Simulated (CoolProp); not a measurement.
The fluid at 370.14 K and 4.54 MPa flows at 7.4 m/s in a round tube of 25 mm bore and 1.5 µm roughness, fully developed (64/Re and Nu = 3.66 if laminar; Colebrook and Gnielinski if turbulent). The same conditions are run with several fluids, on thermodynamics alone (safety and materials aside).

Values from CoolProp's reference Helmholtz-energy equation of state of each fluid (c-C4F8 (RC318): Platzer 1990; ethanol: Schroeder 2014; methanol: de Reuck 1993; toluene: Lemmon 2006; n-decane: Lemmon 2006). The equations of Platzer and Polt are older, rougher fits.

| fluid | Reynolds number | Darcy friction factor | pressure drop (Pa/m) | heat-transfer coefficient (W/(m² K)) | mass flow (kg/h) |
|---|---|---|---|---|---|
| c-C4F8 (RC318) | 1490000 | 0.0123 | 16200 | 10200 | 15600 |
| ethanol | ? | 0.0145 | 11500 | 12200 | ? |
| methanol | 562000 | 0.0137 | 10800 | ? | 9430 |
| toluene | 514000 | ? | 12200 | 9920 | 10400 |
| n-decane | 316000 | ? | ? | ? | ? |

### Question
What belongs in the gaps?

### Answer

- ethanol, Reynolds number: 380000
- ethanol, mass flow (kg/h): 9460
- methanol, heat-transfer coefficient (W/(m² K)): 16000
- toluene, Darcy friction factor: 0.0139
- n-decane, Darcy friction factor: 0.0149
- n-decane, pressure drop (Pa/m): 11100
- n-decane, heat-transfer coefficient (W/(m² K)): 8360
- n-decane, mass flow (kg/h): 8830

Transport values come from each fluid's own correlations; those of c-C4F8 (RC318) are estimates that may be off by 10 % or more.
